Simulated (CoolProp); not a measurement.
A single-stage vapour-compression cycle with R21: evaporating at 307.15 K (dew point), condensing at 344.15 K (bubble point), superheat 0 K, subcooling 5 K, compressor efficiency 0.85, no pressure losses. Each further row changes one setting.

Values from CoolProp's reference Helmholtz-energy equation of state, Platzer 1990. This equation is an older, rougher fit; its heat capacities, sound speeds and derivatives of the liquid may be far off and weren't checked against measurements.

| case | cooling COP | pressure ratio | discharge temperature (K) | refrigerating effect (kJ/kg) | volumetric capacity (kJ/m³) |
|---|---|---|---|---|---|
| as stated | … | 2.82 | 362.6 | 190 | 2010 |
| evaporating temperature 312.15 K | 7.62 | 2.41 | 359.6 | 192 | 2360 |
| condensing temperature 339.15 K | … | … | … | 196 | 2070 |
| subcooling 10 K | 6.57 | 2.82 | 362.6 | 196 | 2070 |
| superheat 10 K | … | 2.82 | 373.2 | … | 2000 |
| compressor efficiency 0.75 | 5.63 | 2.82 | … | 190 | 2010 |

What belongs in the gaps?


- as stated, cooling COP: 6.38
- condensing temperature 339.15 K, cooling COP: 7.52
- condensing temperature 339.15 K, pressure ratio: 2.49
- condensing temperature 339.15 K, discharge temperature (K): 355.6
- superheat 10 K, cooling COP: 6.34
- superheat 10 K, refrigerating effect (kJ/kg): 197
- compressor efficiency 0.75, discharge temperature (K): 368.0
